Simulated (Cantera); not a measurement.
An isothermal, constant-pressure homogeneous reactor starts with N2O : H2O = 1 : 0.093 (molar parts), at 1523 K and 0.138 atm.

Detailed kinetics in Cantera: GRI-Mech 3.0 (53 species, 325 reactions). GRI-Mech 3.0 was tuned for natural gas; its chemistry of N2O as a main component is partial and can be far from experiment. The temperature is held fixed by assumption; the heat of reaction is taken as removed at once.

One state of this run: x N2O = 3.11e-6; x H2O = 0.0583; x NO2 = 0.000238; x H2O2 = 2.62e-9; x OH = 0.000126. x: mole fraction; the columns are a selection and need not sum to one.

Q: Which value of t (s) does it belong to?
(A) 0.262
(B) 0.000472
(C) 9.71e-5
(D) 30.0

A: D, 30.0
